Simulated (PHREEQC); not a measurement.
Synthetic water in mg/kgw, 20 °C, pH 6.71, pe 11.7: Na 0.687; K 0.138; Ca 1.03; Mg 0.365; Cl 0.941; S(6) as SO4 0.697; Alkalinity as HCO3 4.61; O(0) (dissolved oxygen) 0.000477; Ba 0.0388; F 0.047; Si as SiO2 0.0192; Cd 0.219; B 0.00268.

Valence states are taken as typed.

Equilibrium calculation in PHREEQC: ion-association model, wateq4f.dat.

This is a speciation only: nothing precipitates in the calculation.

### Question
What charge-balance error does the model give?

### Answer
charge-balance error 0.1 %.

### Question
In which forms is C present?

### Answer
HCO3- 68 %, CO2 32 % of the C.

Complexes and solids missing from the database can't appear. SiF6-2 is the database's only silicon fluoride. Real BF4- forms and hydrolyses slowly; the run takes it at equilibrium.
